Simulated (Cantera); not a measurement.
Charge: 1 mol SiC, 0.07 mol H2O, 3.1 mol N2, 0.07 mol N2O, equilibrated at 1625 K and 0.0360 bar.

Method: chemical equilibrium by Gibbs-energy minimisation in Cantera with the NASA 1993 tables (ideal gas, pure condensed phases). Candidate condensed phases: C, C6H6, C7H8, C8H18, H2O, Si, SiC, SiO2, Si2N2O, Si3N4; 151 gas species. Mutual solubility and eutectic melting of coexisting phases are not modelled. Equilibrium is a limit: real reactors are often held back by kinetics, nucleation or transport.

Base state: N2 0.950, CO 0.0282, H2 0.0212, SiO 0.000267, HCN 0.000196, H 5.41e-5 (mole fractions); condensed: SiC(s) + Si2N2O(s).

### Question
What changes in the equilibrium state with this change: H2O from 0.07 to 0.0017 mol?

### Answer
```
species           before     after
--------------  --------  --------
N2                 0.950     0.984
CO                0.0282    0.0149
H2                0.0212  0.000515
SiO             0.000267  0.000211
HCN             0.000196   2.54e-5
H                5.41e-5   8.44e-6
SiC(s), mol        0.907     0.952
Si2N2O(s), mol    0.0463    0.0235
```

### Question
What changes in the equilibrium state with this change: H2O from 0.07 to 0.0015 mol?

### Answer
| species | before | after |
|---|---|---|
| N2 | 0.950 | 0.984 |
| CO | 0.0282 | 0.0148 |
| H2 | 0.0212 | 0.000453 |
| SiO | 0.000267 | 0.000211 |
| HCN | 0.000196 | 2.38e-5 |
| H | 5.41e-5 | 7.92e-6 |
| SiC(s), mol | 0.907 | 0.953 |
| Si2N2O(s), mol | 0.0463 | 0.0234 |

### Question
What changes in the equilibrium state with this change: temperature from 1625 K to 1900 K?

### Answer
```json
[
 {"species": "N2", "before": "0.950", "after": "0.937"},
 {"species": "CO", "before": "0.0282", "after": "0.0207"},
 {"species": "SiO", "before": "0.000267", "after": "0.0207"},
 {"species": "H2", "before": "0.0212", "after": "0.0203"},
 {"species": "Si", "before": "8.94e-8", "after": "0.000152"},
 {"species": "H", "before": "5.41e-5", "after": "0.000596"},
 {"species": "HCN", "before": "0.000196", "after": "0.000115"},
 {"species": "SiC(s), mol", "before": "0.907", "after": "0.929"},
 {"species": "Si2N2O(s), mol", "before": "0.0463", "after": "0"}
]
```
